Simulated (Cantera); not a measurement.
Cantera run:

```python
import numpy as np
import cantera as ct

gas_names = [...]  # 151 gases of nasa_gas.yaml made of C, H, N, O, Si
cond_names = """
    C(gr) C6H6(L) C7H8(L) C8H18(L),n-octa H2O(s) H2O(L) Si(cr) Si(L) SiC(b) SiO2(Lqz) SiO2(hqz) SiO2(L)
    Si2N2O(s) Si3N4(a)
""".split()


# ... load() reads the species with a 1 bar reference pressure and builds the phases ...
atoms = {
    'HMDSO': {'Si': 2, 'C': 6, 'H': 18, 'O': 1},
    'O2': {'O': 2},
    'N2': {'N': 2},
    'O3': {'O': 3},
}
top_T = {'C(gr)': 4500, 'SiC(b)': 3050, 'Si2N2O(s)': 2100, 'Si3N4(a)': 2400}  # K; cautious upper limits of use, not melting points


# ... equilibrate(T, P, feed) seeds the gas with the atoms and calls Mixture.equilibrate('TP', solver="vcs", rtol=1e-11, max_steps=5000) ...
results = []
feed = {'HMDSO': 1, 'O2': 0.33, 'N2': 3.7, 'O3': 0.35}  # mol
T = 1148  # K
for P in [5, 36, 260, 1900, 14000, 100000]:
    mix = equilibrate(T, P, feed)
    results.append((T, P, feed, dict(zip(mix.species_names, mix.species_moles))))
    x = sorted(zip(gas.X, gas.species_names), reverse=True)
    print(f"T = {T:g} K  P = {P:g} Pa  gas = {mix.phase_moles(0):.4g} mol")
    print("   x: " + "  ".join(f"{s} {v:.3e}" for v, s in x if v > 0.0001))
    print("   condensed (mol): " + ("  ".join(f"{mix.phase(i).name} {mix.phase_moles(i):.4g}"
          for i in range(1, mix.n_phases) if mix.phase_moles(i) > 1e-12) or "none"))
```

Output:

```
T = 1148 K  P = 5 Pa  gas = 13.41 mol
   x: H2 6.711e-01  N2 2.013e-01  CO 1.275e-01
   condensed (mol): C(gr) 4.29  Si2N2O(s) 1
T = 1148 K  P = 36 Pa  gas = 13.41 mol
   x: H2 6.711e-01  N2 2.013e-01  CO 1.275e-01
   condensed (mol): C(gr) 4.29  Si2N2O(s) 1
T = 1148 K  P = 260 Pa  gas = 13.41 mol
   x: H2 6.711e-01  N2 2.013e-01  CO 1.275e-01
   condensed (mol): C(gr) 4.29  Si2N2O(s) 1
T = 1148 K  P = 1900 Pa  gas = 12.71 mol
   x: H2 7.079e-01  N2 2.401e-01  CO 5.177e-02  CH4 2.265e-04
   condensed (mol): C(gr) 5.339  SiO2(hqz) 0.7011  Si2N2O(s) 0.6494
T = 1148 K  P = 14000 Pa  gas = 12.36 mol
   x: H2 7.243e-01  N2 2.598e-01  CO 1.404e-02  CH4 1.748e-03
   condensed (mol): C(gr) 5.805  SiO2(hqz) 1.024  Si2N2O(s) 0.4881
T = 1148 K  P = 100000 Pa  gas = 12.15 mol
   x: H2 7.160e-01  N2 2.677e-01  CH4 1.220e-02  CO 3.823e-03  H2O 1.316e-04
   condensed (mol): C(gr) 5.805  SiO2(hqz) 1.108  Si2N2O(s) 0.446
```

Method: chemical equilibrium by Gibbs-energy minimisation in Cantera with the NASA 1993 tables (ideal gas, pure condensed phases). The feed counts by its element totals alone. N2 is the only nitrogen source here; it is nearly inert below about 1500 K, so the nitride shown seldom forms there in practice. Mutual solubility and eutectic melting of coexisting phases are not modelled. The tables hold silica as quartz up to 1696 K and as liquid above; real silica turns to tridymite and cristobalite and melts near 1996 K.
